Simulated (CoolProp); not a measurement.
Properties of R1233zd(E) at several states.

Values from CoolProp's reference Helmholtz-energy equation of state, Akasaka 2022.

```json
[
 {"T (°C)": "69.65", "p (MPa)": "0.0365", "phase": "gas", "density (kg/m³)": "1.685", "Joule-Thomson coefficient (K/MPa)": "?", "isothermal compressibility (1/MPa)": "27.63"},
 {"T (°C)": "43.05", "p (MPa)": "0.145", "phase": "gas", "density (kg/m³)": "7.537", "Joule-Thomson coefficient (K/MPa)": "26.45", "isothermal compressibility (1/MPa)": "?"},
 {"T (°C)": "136.15", "p (MPa)": "2.78", "phase": "liquid", "density (kg/m³)": "912.1", "Joule-Thomson coefficient (K/MPa)": "?", "isothermal compressibility (1/MPa)": "0.02594"},
 {"T (°C)": "-70.35", "p (MPa)": "5.73", "phase": "liquid", "density (kg/m³)": "1478", "Joule-Thomson coefficient (K/MPa)": "-0.4849", "isothermal compressibility (1/MPa)": "?"}
]
```

Task: Fill in the missing entries.

Result: 
- 69.65, Joule-Thomson coefficient (K/MPa): 19.66
- 43.05, isothermal compressibility (1/MPa): 7.237
- 136.15, Joule-Thomson coefficient (K/MPa): 1.039
- -70.35, isothermal compressibility (1/MPa): 0.0008024
